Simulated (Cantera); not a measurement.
Charge: 1 mol acetone, 0.35 mol H2O, 23 mol H2, held at 11.0 bar.

Cantera equilibrium calculation (NASA polynomials, part measured and part estimated; ideal gas, pure solids and liquids). Candidate condensed phases: C, C6H6, C7H8, C8H18, H2O; 110 gas species. The feed counts by its element totals alone. Kinetics and transport are ignored.

log p: log10 of the partial pressure in bar; n: condensed amount in mol.

```csv
T (°C),log p H2,log p CH4,log p CO,log p H2O,log p C2H2 (acetylene),log p H,n C(graphite)
852,0.97,0.04,-0.60,-0.47,-7.39,-6.87,0
1052,0.99,?,-0.28,?,?,?,?
1252,1.01,?,-0.27,?,?,?,?
1452,1.01,-0.97,-0.27,-2.63,-3.02,-3.22,1.38
1652,1.02,-1.25,-0.27,-3.05,-2.32,-2.51,1.48
1852,1.02,-1.47,-0.27,-3.39,-1.76,-1.93,1.47
2052,1.02,-1.66,-0.27,-3.67,-1.30,-1.45,1.33
2252,1.01,-1.82,-0.27,-3.90,-0.91,-1.05,0.973
```

**Question.** Some entries are withheld; supply them.

**Answer.** 
- 1252, log p CH4: -0.62
- 1252, log p H2O: -2.10
- 1252, log p C2H2 (acetylene): -3.91
- 1252, log p H: -4.12
- 1252, n C(graphite): 1.08
- 1052, log p CH4: -0.19
- 1052, log p H2O: -1.43
- 1052, log p C2H2 (acetylene): -5.08
- 1052, log p H: -5.29
- 1052, n C(graphite): 0.215
